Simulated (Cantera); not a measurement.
An adiabatic, constant-volume homogeneous reactor starts with H2 : O2 : N2 : H2O = 1 : 1.22 : 4.59 : 0.4 (molar parts), at 1700 K and 760 Torr.

Computed with Cantera and GRI-Mech 3.0 (53 species, 325 reactions).

One state of this run: T (K) = 2611; P (bar) = 1.47; x H2 = 0.00503; x O2 = 0.0969; x H2O = 0.189; x NO = 0.00743; x HO2 = 1.60e-5; x OH = 0.0208; x H = 0.00237. x: mole fraction; the columns are a selection and need not sum to one.

Task: Which value of t (s) does it belong to?
A. 6.91e-5
B. 0.00239
C. 2.00e-6
D. 2.85e-5

Result: B, 0.00239
